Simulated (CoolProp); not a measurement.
Values from CoolProp's reference Helmholtz-energy equation of state, McLinden 2015.

For the fluoroketone C6F12O (FK-5-1-12), give the phase and the cp (kJ/(kg K)), speed of sound (m/s) at 425.1 K and 0.101 MPa.


- 425.1 K and 0.101 MPa: gas; cp 0.990, speed of sound 105
